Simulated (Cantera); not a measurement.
## Si2Cl6 + NH3 + N2 (silicon nitride deposition)

Charge: 1 mol Si2Cl6, 2.7 mol NH3, 96 mol N2.

These are equilibrium values from Cantera (NASA tables, ideal gas, pure condensed phases), not measurements of a reactor. Candidate condensed phases: NH4Cl, Si, Si3N4; 28 gas species. The feed counts by its element totals alone. The tables' values for SiCl3 are old estimates. Kinetics and transport are ignored.

Question: Map the stable condensed phases over T = 823, 923, 1023, 1123, 1223, 1323, 1423, 1523, 1623 K and P in Pa = 5, 13, 36, 98, 260, 710, 1900, 5100, 14000, 37000, 100000.

Answer: 
```
T in K \ P in Pa
              5     13     36     98    260    710   1900   5100  14000  37000 100000
   1623       A      A      A      A      B      B      B      B      B      B      B
   1523       A      A      B      B      B      B      B      B      B      B      B
   1423       B      B      B      B      B      B      B      B      B      B      B
   1323       B      B      B      B      B      B      B      B      B      B      B
   1223       B      B      B      B      B      B      B      B      B      B      B
   1123       B      B      B      B      B      B      B      B      B      B      B
   1023       B      B      B      B      B      B      B      B      B      B      B
    923       B      B      B      B      B      B      B      B      B      B      B
    823       B      B      B      B      B      B      B      B      B      B      B
```
A: gas only; B: Si3N4.
